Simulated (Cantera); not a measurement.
Charge: 1 mol SiH4, 2.9 mol H2O, held at 0.133 bar.

These are equilibrium values from Cantera (NASA tables, ideal gas, pure condensed phases), not measurements of a reactor. Candidate condensed phases: H2O, Si, SiO2; 18 gas species. The tables hold silica as quartz up to 1696 K and as liquid above; real silica turns to tridymite and cristobalite and melts near 1996 K. Gases not in the tables: Si(OH)4. Kinetics and transport are ignored. All values below are at 1623 K.

Base state: H2 0.816, H2O 0.184, H 0.000171 (mole fractions); condensed: SiO2(β-quartz).

Problem. What changes in the equilibrium state with this change: H2O from 2.9 to 1.7 mol?

Solution. 
| species | before | after |
|---|---|---|
| H2 | 0.816 | 0.969 |
| SiO | 1.52e-6 | 0.0306 |
| H | 0.000171 | 0.000186 |
| H2O | 0.184 | 1.08e-5 |
| SiO2(β-quartz), mol | 1.000 | 0.792 |
| Si(s), mol | 0 | 0.0915 |
Mutual solubility and eutectic melting of coexisting phases are not modelled.
